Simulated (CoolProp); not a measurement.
Dimethyl carbonate at several states: fugacity coefficient from the reference equation and from simpler models built on Tc = 283.9 °C, pc = 4.909 MPa, ω = 0.346; each cubic takes its own stable root.

Model: reference Helmholtz-energy equation of state, Zhou 2011, in CoolProp.

| T (°C) | p (MPa) | phase | reference |
|---|---|---|---|
| 197.45 | 0.0182 | gas | 0.9978 |
| 71.55 | 0.0177 | gas | 0.9941 |
| 39.75 | 0.729 | liquid | 0.02070 |
| 23.75 | 1.39 | liquid | 0.005119 |
| 88.45 | 0.171 | liquid | 0.5479 |
| 92.35 | 0.0548 | gas | 0.9851 |

How far does each simpler model (van der Waals, Soave-Redlich-Kwong, Peng-Robinson) lie from the reference over these 6 states: mean and median of the absolute difference, and the worst?


- van der Waals: mean 779.6 %, median 39.0 %, worst +2867.4 % at 23.75 °C and 1.39 MPa
- Soave-Redlich-Kwong: mean 1.9 %, median 0.8 %, worst -5.4 % at 23.75 °C and 1.39 MPa
- Peng-Robinson: mean 0.2 %, median 0.1 %, worst -0.6 % at 88.45 °C and 0.171 MPa

At some of these states van der Waals gives the other phase, because its saturation line lies elsewhere.
